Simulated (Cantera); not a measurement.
Source: NASA polynomial tables (part measured, part estimated), evaluated in Cantera. Values are per mole of reaction as written; species without (g) are pure solids or liquids, kept so even where they would boil at 1 bar.

Task: Between 1675 and 2175 K, where is each reaction favourable under standard conditions?
- Sr + 2 H2O(g) → 2 H(g) + Sr(OH)2

Result: 
- Sr + 2 H2O(g) → 2 H(g) + Sr(OH)2: ΔG° is 31 kJ at 1675 K and 20 kJ at 2175 K; it stays positive (K < 1). ΔH° is 84 kJ and ΔS° 30 J/K at 2175 K.
